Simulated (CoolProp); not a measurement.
Vapour pressure (MPa) of dimethyl carbonate: the reference equation beside estimates from Tc = 283.9 °C, pc = 4.909 MPa, ω = 0.346. Clausius-Clapeyron is anchored at 63.35 °C with a constant enthalpy of vaporisation of 35.48 kJ/mol.

Model: reference Helmholtz-energy equation of state, Zhou 2011, in CoolProp.

```csv
T (°C),reference,Lee-Kesler,Clausius-Clapeyron,van der Waals,Soave-Redlich-Kwong,Peng-Robinson
34.95,0.01187,0.01103,0.01237,0.2623,0.01124,0.01183
49.15,0.02244,0.02119,0.02276,0.3448,0.02147,0.02230
63.35,0.03980,0.03814,0.03980,0.4436,0.03846,0.03949
77.55,0.06676,0.06485,0.06650,0.5601,0.06514,0.06625
91.75,0.1067,0.1050,0.1068,0.6956,0.1051,0.1061
105.95,0.1637,0.1627,0.1654,0.8513,0.1627,0.1631
120.15,0.2422,0.2428,0.2484,1.028,0.2426,0.2420
134.35,0.3472,0.3505,0.3625,1.228,0.3503,0.3480
148.55,0.4842,0.4913,0.5158,1.451,0.4918,0.4871
162.75,0.6590,0.6713,0.7172,1.698,0.6733,0.6655
176.95,0.8781,0.8966,0.9766,1.971,0.9017,0.8900
191.15,1.149,1.174,1.305,2.270,1.184,1.168
205.35,1.478,1.511,1.714,2.595,1.528,1.508
```

Absolute difference from the reference over all 13 rows, mean and median: Lee-Kesler 2.5 and 2.1 %, Clausius-Clapeyron 5.4 and 4.2 %, van der Waals 577.3 and 324.4 %, Soave-Redlich-Kwong 2.4 and 2.4 %, Peng-Robinson 0.8 and 0.6 %.
